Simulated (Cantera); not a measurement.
Equilibrium for chlorosilane synthesis and conversion: Si + HCl + H2

Feed: 1 mol Si, a varied amount of HCl, 6.7 mol H2, equilibrated at 1200 °C and 2.40 bar.

Method: chemical equilibrium by Gibbs-energy minimisation in Cantera with the NASA 1993 tables (ideal gas, pure condensed phases). Candidate condensed phases: Si; 19 gas species. The tables' values for SiCl3 are old estimates; treat these amounts as uncertain. The numbers say what is thermodynamically allowed, not how fast it happens.

| n(HCl) (mol) | x H2 | x HCl | x SiCl2 | x SiCl4 | x SiHCl3 | x SiCl3 | x SiH2Cl2 | n Si(s) |
|---|---|---|---|---|---|---|---|---|
| 0.58 | 0.940 | 0.0469 | 0.00736 | 0.00125 | 0.00236 | 0.00164 | 0.000695 | 0.903 |
| 0.68 | 0.932 | 0.0510 | 0.00875 | 0.00177 | 0.00304 | 0.00213 | 0.000820 | 0.878 |
| 0.79 | 0.925 | 0.0548 | 0.0102 | 0.00241 | 0.00382 | 0.00268 | 0.000949 | 0.850 |
| 0.93 | 0.916 | 0.0591 | 0.0120 | 0.00331 | 0.00482 | 0.00340 | 0.00110 | 0.814 |
| 1.1 | 0.906 | 0.0635 | 0.0140 | 0.00450 | 0.00604 | 0.00429 | 0.00127 | 0.768 |
| 1.3 | 0.896 | 0.0678 | 0.0161 | 0.00601 | 0.00745 | 0.00532 | 0.00145 | 0.714 |
| 1.5 | 0.886 | 0.0715 | 0.0181 | 0.00758 | 0.00883 | 0.00634 | 0.00161 | 0.658 |
| 1.7 | 0.877 | 0.0746 | 0.0200 | 0.00920 | 0.0102 | 0.00733 | 0.00176 | 0.602 |
| 2 | 0.864 | 0.0786 | 0.0225 | 0.0117 | 0.0121 | 0.00876 | 0.00195 | 0.518 |
| 2.4 | 0.849 | 0.0830 | 0.0255 | 0.0150 | 0.0144 | 0.0106 | 0.00217 | 0.405 |
| 2.8 | 0.836 | 0.0865 | 0.0282 | 0.0183 | 0.0166 | 0.0123 | 0.00236 | 0.292 |
x: gas mole fraction; n: condensed amount in mol.

From 0.58 mol HCl to 2.8 mol HCl the condensed part is Si(s). The main Si-bearing gas is SiCl2 throughout. The share of Si in condensed phases is highest at 0.58 mol HCl (90.3 %) and lowest at 2.8 mol HCl (29.2 %).
